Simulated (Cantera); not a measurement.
Standard-state values (1 bar) from the NASA 1993 polynomials, evaluated with Cantera. Values are per mole of reaction as written; species without (g) are pure solids or liquids, kept so even where they would boil at 1 bar.

2 Cs + O2(g) + 2 H(g) → 2 CsOH

| T (K) | ΔH° (kJ) | ΔS° (J/K) | ΔG° (kJ) | log10 K |
|---|---|---|---|---|
| 725 | ? | ? | ? | ? |
| 825 | ? | ? | ? | ? |
| 925 | ? | ? | ? | ? |
| 1025 | ? | ? | ? | ? |
| 1125 | -1228.8 | -344.5 | -841.3 | 39.06 |

Question: Complete the blanks.

Answer: 
- 725, ΔH° (kJ): -1239.9
- 725, ΔS° (J/K): -356.8
- 725, ΔG° (kJ): -981.3
- 725, log10 K: 70.70
- 825, ΔH° (kJ): -1237.0
- 825, ΔS° (J/K): -352.9
- 825, ΔG° (kJ): -945.8
- 825, log10 K: 59.88
- 925, ΔH° (kJ): -1234.1
- 925, ΔS° (J/K): -349.6
- 925, ΔG° (kJ): -910.7
- 925, log10 K: 51.42
- 1025, ΔH° (kJ): -1231.3
- 1025, ΔS° (J/K): -346.8
- 1025, ΔG° (kJ): -875.9
- 1025, log10 K: 44.63
